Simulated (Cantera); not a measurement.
Input: 1 mol Fe2O3, 0.77 mol O2, 17 mol N2, at 25000 Pa.

Equilibrium computed with Cantera from the NASA thermochemical tables; the gas is ideal and each condensed phase is pure. Candidate condensed phases: Fe, FeO, Fe2O3, Fe3O4; 11 gas species. Rates play no part. All values below are at 1523 K.

Base state: N2 0.956, O2 0.0430, NO 0.000681 (mole fractions); condensed: Fe2O3(s).

Q: What changes in the equilibrium state with this change: Fe2O3 replaced by MgO?

A: 
| species | before | after |
|---|---|---|
| N2 | 0.956 | 0.956 |
| O2 | 0.0430 | 0.0430 |
| NO | 0.000681 | 0.000681 |
| Fe2O3(s), mol | 1.00 | 0 |
| MgO(s), mol | 0 | 1.00 |
Further candidate phases: Mg, MgO.
